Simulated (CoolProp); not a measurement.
R236FA along the isotherm 220.3 K: Z from the reference equation and from simpler models built on Tc = 398.1 K, pc = 31.91 bar, ω = 0.377; each cubic takes its own stable root.

Model: reference Helmholtz-energy equation of state, Pan 2012, in CoolProp.

```json
[
 {"p (bar)": "5.32", "phase": "liquid", "reference": "0.02764", "van der Waals": "0.04731", "Redlich-Kwong": "0.03201", "Soave-Redlich-Kwong": "0.03075", "Peng-Robinson": "0.02731"},
 {"p (bar)": "10.6", "phase": "liquid", "reference": "0.05503", "van der Waals": "0.09396", "Redlich-Kwong": "0.06369", "Soave-Redlich-Kwong": "0.06121", "Peng-Robinson": "0.05438"},
 {"p (bar)": "16", "phase": "liquid", "reference": "0.08301", "van der Waals": "0.1414", "Redlich-Kwong": "0.09599", "Soave-Redlich-Kwong": "0.09231", "Peng-Robinson": "0.08203"},
 {"p (bar)": "21.3", "phase": "liquid", "reference": "0.1104", "van der Waals": "0.1877", "Redlich-Kwong": "0.1276", "Soave-Redlich-Kwong": "0.1228", "Peng-Robinson": "0.1091"},
 {"p (bar)": "26.6", "phase": "liquid", "reference": "0.1378", "van der Waals": "0.2337", "Redlich-Kwong": "0.1591", "Soave-Redlich-Kwong": "0.1532", "Peng-Robinson": "0.1362"},
 {"p (bar)": "31.9", "phase": "liquid", "reference": "0.1652", "van der Waals": "0.2795", "Redlich-Kwong": "0.1906", "Soave-Redlich-Kwong": "0.1836", "Peng-Robinson": "0.1632"},
 {"p (bar)": "37.2", "phase": "liquid", "reference": "0.1925", "van der Waals": "0.3251", "Redlich-Kwong": "0.2219", "Soave-Redlich-Kwong": "0.2139", "Peng-Robinson": "0.1902"},
 {"p (bar)": "42.5", "phase": "liquid", "reference": "0.2198", "van der Waals": "0.3704", "Redlich-Kwong": "0.2532", "Soave-Redlich-Kwong": "0.2442", "Peng-Robinson": "0.2171"},
 {"p (bar)": "47.9", "phase": "liquid", "reference": "0.2476", "van der Waals": "0.4164", "Redlich-Kwong": "0.2850", "Soave-Redlich-Kwong": "0.2749", "Peng-Robinson": "0.2445"}
]
```
